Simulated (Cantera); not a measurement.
A diamond (100) surface in a fixed gas of H2 with x(CH4) = 0.0025, x(H) = 0.00077, x(CH3) = 4e-05, 0.240 bar; coverages are run to steady state.

Computed with Cantera and the Harris–Goodwin 1993 mechanism for the reconstructed diamond (100) surface.

θ: site fractions in the mechanism's names (c6HH fully hydrogenated, c6H* and c6*H radical sites, c6** diradical, c6HM methylated).

```tsv
T (K)	growth (µm/h)	θ c6HH	θ c6H*	θ c6*H	θ c6**	θ c6HM
900	2.81	0.658	0.00993	0.277	0.00396	0.0409
950	3.67	0.619	0.0135	0.319	0.00596	0.0323
1000	4.49	0.581	0.0175	0.358	0.00844	0.0250
1050	4.95	0.547	___	0.393	___	___
1100	4.61	0.517	0.0268	0.424	0.0145	0.0114
1150	3.48	0.491	0.0318	0.450	0.0177	0.00585
1200	2.28	0.470	0.0366	0.469	0.0207	0.00248
1250	___	0.452	___	0.481	0.0233	___
1300	1.18	0.440	0.0457	0.488	0.0253	0.000356
1350	1.00	0.432	0.0498	0.491	0.0267	0.000134
1400	0.828	0.429	0.0535	0.489	0.0276	5.09e-5
```

Question: Some entries are withheld; supply them.

Answer: 
- 1050, θ c6H*: 0.0220
- 1050, θ c6**: 0.0113
- 1050, θ c6HM: 0.0181
- 1250, growth (µm/h): 1.53
- 1250, θ c6H*: 0.0413
- 1250, θ c6HM: 0.000952
